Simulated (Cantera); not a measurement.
A Cantera script and what it prints.

```python
import numpy as np
import cantera as ct

gas_names = [...]  # 76 gases of nasa_gas.yaml made of C, H
cond_names = """
    C(gr) C6H6(L) C7H8(L) C8H18(L),n-octa
""".split()


# ... load() reads the species with a 1 bar reference pressure and builds the phases ...
atoms = {
    'CH4': {'C': 1, 'H': 4},
    'H2': {'H': 2},
}
top_T = {'C(gr)': 4500}  # K; cautious upper limits of use, not melting points


# ... equilibrate(T, P, feed) seeds the gas with the atoms and calls Mixture.equilibrate('TP', solver="vcs", rtol=1e-11, max_steps=5000) ...
results = []
feed = {'CH4': 1, 'H2': 9.9}  # mol
T = 1725  # K
for P in [10, 100, 1000, 10000, 100000, 1000000, 10000000]:
    mix = equilibrate(T, P, feed)
    results.append((T, P, feed, dict(zip(mix.species_names, mix.species_moles))))
    x = sorted(zip(gas.X, gas.species_names), reverse=True)
    print(f"T = {T:g} K  P = {P:g} Pa  gas = {mix.phase_moles(0):.4g} mol")
    print("   x: " + "  ".join(f"{s} {v:.3e}" for v, s in x if v > 1e-06))
    print("   condensed (mol): " + ("  ".join(f"{mix.phase(i).name} {mix.phase_moles(i):.4g}"
          for i in range(1, mix.n_phases) if mix.phase_moles(i) > 1e-12) or "none"))
```

It prints:

```
T = 1725 K  P = 10 Pa  gas = 12.01 mol
   x: H2 9.815e-01  H 1.840e-02  C2H2,acetylene 9.044e-05
   condensed (mol): C(gr) 0.9978
T = 1725 K  P = 100 Pa  gas = 11.93 mol
   x: H2 9.941e-01  H 5.856e-03  C2H2,acetylene 9.159e-05
   condensed (mol): C(gr) 0.9978
T = 1725 K  P = 1000 Pa  gas = 11.91 mol
   x: H2 9.980e-01  H 1.855e-03  C2H2,acetylene 9.196e-05  CH4 9.948e-06
   condensed (mol): C(gr) 0.9977
T = 1725 K  P = 10000 Pa  gas = 11.9 mol
   x: H2 9.992e-01  H 5.871e-04  CH4 9.972e-05  C2H2,acetylene 9.207e-05  CH3 1.190e-06
   condensed (mol): C(gr) 0.9966
T = 1725 K  P = 100000 Pa  gas = 11.89 mol
   x: H2 9.987e-01  CH4 9.962e-04  H 1.856e-04  C2H2,acetylene 9.202e-05  CH3 3.762e-06  C2H4 3.699e-06
   condensed (mol): C(gr) 0.9858
T = 1725 K  P = 1e+06 Pa  gas = 11.78 mol
   x: H2 9.900e-01  CH4 9.789e-03  C2H2,acetylene 9.122e-05  H 5.844e-05  C2H4 3.635e-05  CH3 1.174e-05
   condensed (mol): C(gr) 0.8815
T = 1725 K  P = 1e+07 Pa  gas = 10.98 mol
   x: H2 9.157e-01  CH4 8.375e-02  C2H4 3.110e-04  C2H2,acetylene 8.438e-05  C2H6 5.610e-05  CH3 3.303e-05  H 1.777e-05  C3H6,propylene 2.338e-06
   condensed (mol): C(gr) 0.07032
```

These are equilibrium values from Cantera (NASA tables, ideal gas, pure condensed phases), not measurements of a reactor. The ideal-gas law is rough above about 30 bar.
